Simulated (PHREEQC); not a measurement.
A solution holds 0.055 mol/kgw CuCl2 and 0.031 mol/kgw FeCl3, at 25 °C. Closed to the air; pH follows from the charge balance.

Computed with PHREEQC (ion-association model, wateq4f.dat).

```tsv
quantity	before	after
pH	2.15	1.92
ionic strength (mol/kgw)	0.282	0.230
Cl- (mol/kgw)	0.179	0.157
CuCl+ (mol/kgw)	0.00675	0.0283
CuCl2 (mol/kgw)	0.000288	0.00172
SI of Tenorite (CuO)	-5.17	-4.19
SI of Atacamite (Cu2(OH)3Cl)	-5.50	-4.73
```

Task: Which change was made?
(A) diluted 10-fold with water
(B) FeCl3 left out
(C) FeCl3 replaced by CaCl2 at the same molality
(D) temperature from 25 to 10 °C
(E) temperature from 25 to 80 °C

Result: E, temperature from 25 to 80 °C

Precipitation was switched off in this run. Some of these states are supersaturated (in Hematite (slow to form), Goethite (slow to form), for instance). At this temperature some constants are extrapolated from 25 °C, and those without enthalpy data are left unchanged.
